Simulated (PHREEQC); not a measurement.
Dissolve 0.0018 mol KOH, 1.6e-06 mol H4SiO4 and 0.014 mol KH2PO4 per kg of water at 20 °C. Closed to the air; pH follows from the charge balance.

Equilibrium calculation in PHREEQC: ion-association model, phreeqc.dat.

### Question
The ionic strength comes out as 0.0175 mol/kgw. What activity coefficients do K+, HPO4-2, H2PO4-, KHPO4- get?

### Answer
K+ 0.87, HPO4-2 0.60, H2PO4- 0.88, KHPO4- 0.88.

No solid was allowed to form. Species that the database lacks are ignored.
